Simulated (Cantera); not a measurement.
# Thermal oxidation and active oxidation of silicon: Si + O₂ + N₂

Charge: 1 mol Si, 0.028 mol O₂, 320 mol N₂, equilibrated at 0.250 Pa.

These are equilibrium values from Cantera (NASA tables, ideal gas, pure condensed phases), not measurements of a reactor. Candidate condensed phases: Si, SiO₂, Si₂N₂O, Si₃N₄; 16 gas species. Kinetics and transport are ignored.

| T (K) | x N₂ | x Si | x SiO | x Si₂N | x SiN | x Si₂ | x Si₃ | x N | n Si(s) |
|---|---|---|---|---|---|---|---|---|---|
| 1425 | 0.999 | 0.000644 | 0.000175 | 2.50e-6 | 1.83e-6 | 4.68e-7 | 7.22e-8 | 5.10e-12 | 0.735 |
| 1450 | 0.999 | 0.00123 | 0.000175 | 4.40e-6 | 3.11e-6 | 1.09e-6 | 1.77e-7 | 1.02e-11 | 0.545 |
| 1475 | 0.998 | 0.00230 | 0.000175 | 7.58e-6 | 5.20e-6 | 2.45e-6 | 4.22e-7 | 2.00e-11 | 0.198 |
| 1500 | 0.997 | 0.00292 | 0.000174 | 6.16e-6 | 5.92e-6 | 2.58e-6 | 3.24e-7 | 3.84e-11 | 0 |
| 1525 | 0.997 | 0.00293 | 0.000174 | 3.20e-6 | 5.34e-6 | 1.73e-6 | 1.27e-7 | 7.20e-11 | 0 |
| 1550 | 0.997 | 0.00293 | 0.000174 | 1.70e-6 | 4.84e-6 | 1.17e-6 | 5.14e-8 | 1.32e-10 | 0 |
| 1575 | 0.997 | 0.00293 | 0.000174 | 9.16e-7 | 4.39e-6 | 7.97e-7 | 2.13e-8 | 2.39e-10 | 0 |
| 1600 | 0.997 | 0.00293 | 0.000174 | 5.04e-7 | 3.99e-6 | 5.50e-7 | 9.06e-9 | 4.22e-10 | 0 |
| 1625 | 0.997 | 0.00294 | 0.000174 | 2.82e-7 | 3.64e-6 | 3.84e-7 | 3.96e-9 | 7.35e-10 | 0 |
| 1650 | 0.997 | 0.00294 | 0.000174 | 1.61e-7 | 3.33e-6 | 2.71e-7 | 1.77e-9 | 1.26e-9 | 0 |
| 1675 | 0.997 | 0.00294 | 0.000174 | 9.32e-8 | 3.05e-6 | 1.94e-7 | 8.11e-10 | 2.12e-9 | 0 |
| 1700 | 0.997 | 0.00294 | 0.000174 | 5.49e-8 | 2.81e-6 | 1.39e-7 | 3.80e-10 | 3.51e-9 | 0 |
| 1725 | 0.997 | 0.00294 | 0.000174 | 3.28e-8 | 2.59e-6 | 1.01e-7 | 1.82e-10 | 5.74e-9 | 0 |
| 1750 | 0.997 | 0.00294 | 0.000174 | 1.99e-8 | 2.39e-6 | 7.44e-8 | 8.91e-11 | 9.25e-9 | 0 |
x: gas mole fraction; n: condensed amount in mol.

From 1425 K to 1475 K the condensed part is Si(s). From 1500 K to 1750 K nothing is condensed. The main Si-bearing gas is Si throughout.
